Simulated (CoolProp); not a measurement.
Vapour-liquid equilibrium of sulfur dioxide (1) + toluene (2) at 0.142 MPa; x and y are mole fractions of (1).

Values from CoolProp's multi-fluid Helmholtz-energy mixture model, Gao 2016 and Lemmon 2006; pair parameters Bell 2016.

```json
[
 {"x": "0.05", "bubble temperature, mixture model (°C)": "94.5", "bubble temperature, Raoult's law (°C)": "84.3", "y, mixture model": "[?]", "y, Raoult's law": "0.699"},
 {"x": "0.125", "bubble temperature, mixture model (°C)": "[?]", "bubble temperature, Raoult's law (°C)": "57.1", "y, mixture model": "0.852", "y, Raoult's law": "0.898"},
 {"x": "0.2", "bubble temperature, mixture model (°C)": "47.7", "bubble temperature, Raoult's law (°C)": "42.3", "y, mixture model": "[?]", "y, Raoult's law": "0.951"},
 {"x": "0.275", "bubble temperature, mixture model (°C)": "35.5", "bubble temperature, Raoult's law (°C)": "32.6", "y, mixture model": "0.966", "y, Raoult's law": "0.972"},
 {"x": "0.35", "bubble temperature, mixture model (°C)": "[?]", "bubble temperature, Raoult's law (°C)": "25.5", "y, mixture model": "0.981", "y, Raoult's law": "0.982"},
 {"x": "0.425", "bubble temperature, mixture model (°C)": "[?]", "bubble temperature, Raoult's law (°C)": "20.0", "y, mixture model": "0.988", "y, Raoult's law": "0.988"},
 {"x": "0.5", "bubble temperature, mixture model (°C)": "15.2", "bubble temperature, Raoult's law (°C)": "15.5", "y, mixture model": "0.992", "y, Raoult's law": "0.992"},
 {"x": "0.575", "bubble temperature, mixture model (°C)": "11.2", "bubble temperature, Raoult's law (°C)": "11.7", "y, mixture model": "0.995", "y, Raoult's law": "0.994"},
 {"x": "0.65", "bubble temperature, mixture model (°C)": "8.0", "bubble temperature, Raoult's law (°C)": "8.5", "y, mixture model": "0.996", "y, Raoult's law": "0.996"},
 {"x": "0.725", "bubble temperature, mixture model (°C)": "[?]", "bubble temperature, Raoult's law (°C)": "5.7", "y, mixture model": "0.997", "y, Raoult's law": "0.997"},
 {"x": "0.8", "bubble temperature, mixture model (°C)": "3.1", "bubble temperature, Raoult's law (°C)": "3.2", "y, mixture model": "0.998", "y, Raoult's law": "0.998"},
 {"x": "0.875", "bubble temperature, mixture model (°C)": "1.0", "bubble temperature, Raoult's law (°C)": "1.0", "y, mixture model": "0.999", "y, Raoult's law": "0.999"},
 {"x": "0.95", "bubble temperature, mixture model (°C)": "-0.9", "bubble temperature, Raoult's law (°C)": "-1.0", "y, mixture model": "1.000", "y, Raoult's law": "1.000"}
]
```

Problem. What belongs in the gaps?

Solution. 
- 0.05, y, mixture model: 0.569
- 0.125, bubble temperature, mixture model (°C): 65.7
- 0.2, y, mixture model: 0.935
- 0.35, bubble temperature, mixture model (°C): 26.8
- 0.425, bubble temperature, mixture model (°C): 20.2
- 0.725, bubble temperature, mixture model (°C): 5.4

The largest gap from Raoult's law is +10.2 K in bubble temperature, at x = 0.05. No azeotrope shows between x = 0.05 and 0.95.

Pair parameters are fitted to limited data, so mixtures are less certain than the pure fluids. The gap from Raoult's law changes sign with composition, which may be real or a fault of the pair parameters; it wasn't checked against measurements.
